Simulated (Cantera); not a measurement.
Charge: 1 mol AlCl3, 0.92 mol H2O, 1.3 mol N2, at 0.133 bar.

Cantera equilibrium calculation (NASA polynomials, part measured and part estimated; ideal gas, pure solids and liquids). Candidate condensed phases: Al, AlCl3, AlN, Al2O3, H2O, NH4Cl; 45 gas species. The numbers say what is thermodynamically allowed, not how fast it happens. All values below are at 927 °C.

Base state: HCl 0.522, N2 0.369, AlCl3 0.110, Cl 4.29e-5, H2 3.24e-5, Al2Cl6 1.64e-5, H2O 1.31e-5, Cl2 1.10e-5 (mole fractions); condensed: Al2O3(s).

Problem. What changes in the equilibrium state with this change: 0.54 mol O2 added?

Solution. 
```tsv
species	before	after
HCl	0.522	0.442
N2	0.369	0.328
Cl2	1.10e-5	0.155
AlCl3	0.110	2.62e-6
O2	<1e-9	0.0574
H2O	1.31e-5	0.0114
NO	<1e-9	6.60e-5
H2	3.24e-5	1.65e-9
ClO	<1e-9	1.76e-5
Al2O3(s), mol	0.307	0.500
```
